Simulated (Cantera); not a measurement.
A perfectly stirred reactor is fed with 9.80 % NH3, 90.2 % H2, at 8.25 Torr; it is held at 2223 K, and followed from long to short residence time.

Computed with Cantera and the gas-phase N/H chemistry of the illustrative SiF4/NH3 mechanism in the Surface Chemkin manual (1991). Walls and surfaces, which speed up NH3 decomposition in real reactors, are not modelled.

x: mole fraction; the columns are a selection and need not sum to one.

```json
[
 {"τ (s)": "8.7", "x NH3": "0.000209", "x H2": "0.926", "x H": "0.0303", "x NH": "1.67e-5", "x N": "?"},
 {"τ (s)": "4.0", "x NH3": "0.00241", "x H2": "0.944", "x H": "0.0103", "x NH": "2.14e-5", "x N": "?"},
 {"τ (s)": "1.9", "x NH3": "0.0102", "x H2": "0.944", "x H": "0.00536", "x NH": "2.45e-5", "x N": "?"},
 {"τ (s)": "0.87", "x NH3": "0.0241", "x H2": "0.938", "x H": "0.00380", "x NH": "2.91e-5", "x N": "6.51e-6"},
 {"τ (s)": "0.40", "x NH3": "0.0427", "x H2": "0.929", "x H": "0.00305", "x NH": "3.38e-5", "x N": "6.10e-6"},
 {"τ (s)": "0.19", "x NH3": "0.0617", "x H2": "0.919", "x H": "0.00264", "x NH": "3.71e-5", "x N": "5.82e-6"},
 {"τ (s)": "0.086", "x NH3": "0.0785", "x H2": "0.910", "x H": "0.00235", "x NH": "3.81e-5", "x N": "?"},
 {"τ (s)": "0.040", "x NH3": "0.0890", "x H2": "0.904", "x H": "0.00211", "x NH": "3.52e-5", "x N": "?"},
 {"τ (s)": "0.019", "x NH3": "0.0945", "x H2": "0.902", "x H": "0.00180", "x NH": "2.73e-5", "x N": "?"},
 {"τ (s)": "0.0086", "x NH3": "0.0971", "x H2": "0.901", "x H": "0.00124", "x NH": "1.35e-5", "x N": "?"},
 {"τ (s)": "0.0040", "x NH3": "0.0977", "x H2": "0.901", "x H": "0.000651", "x NH": "3.79e-6", "x N": "?"}
]
```

**Question.** What belongs in the gaps?

**Answer.** 
- 8.7, x N: 3.04e-5
- 4.0, x N: 1.30e-5
- 1.9, x N: 7.72e-6
- 0.086, x N: 5.35e-6
- 0.040, x N: 4.47e-6
- 0.019, x N: 2.96e-6
- 0.0086, x N: 1.01e-6
- 0.0040, x N: 1.51e-7
